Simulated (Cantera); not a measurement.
Feed: 1 mol SiHCl3, 0.048 mol HCl, 150 mol H2, held at 0.100 bar.

Cantera equilibrium calculation (NASA polynomials, part measured and part estimated; ideal gas, pure solids and liquids). Candidate condensed phases: Si; 19 gas species. The tables' values for SiCl3, SiCl are old estimates; treat these amounts as uncertain. Gases not in the tables: Si2H6 and higher silanes. Kinetics and transport are ignored.

log p: log10 of the partial pressure in bar; n: condensed amount in mol.

| T (K) | log p H2 | log p HCl | log p SiCl4 | log p SiHCl3 | log p H | log p SiCl2 | n Si(s) | n Si(l) |
|---|---|---|---|---|---|---|---|---|
| 1023 | -1.01 | -3.04 | (withheld) | -3.86 | -8.89 | -4.83 | 0.502 | 0 |
| 1123 | -1.01 | -2.84 | (withheld) | -4.21 | -7.87 | -4.34 | 0.721 | 0 |
| 1223 | -1.01 | -2.76 | (withheld) | -4.79 | -7.03 | -4.13 | 0.828 | 0 |
| 1323 | -1.01 | -2.75 | (withheld) | -5.43 | -6.30 | -4.05 | 0.847 | 0 |
| 1423 | -1.01 | -2.75 | (withheld) | -6.02 | -5.68 | -4.00 | 0.843 | 0 |
| 1523 | -1.01 | -2.75 | (withheld) | -6.53 | -5.14 | -3.97 | 0.835 | 0 |
| 1623 | -1.01 | -2.75 | (withheld) | -6.98 | -4.66 | -3.95 | 0.826 | 0 |
| 1723 | -1.01 | -2.75 | (withheld) | -7.40 | -4.24 | -3.95 | 0 | 0.824 |
| 1823 | -1.01 | -2.74 | (withheld) | -7.82 | -3.87 | -4.00 | 0 | 0.831 |

Q: Complete the blanks.

A: 
- 1023, log p SiCl4: -3.82
- 1123, log p SiCl4: -4.27
- 1223, log p SiCl4: -5.03
- 1323, log p SiCl4: -5.87
- 1423, log p SiCl4: -6.64
- 1523, log p SiCl4: -7.32
- 1623, log p SiCl4: -7.91
- 1723, log p SiCl4: -8.46
- 1823, log p SiCl4: -8.98
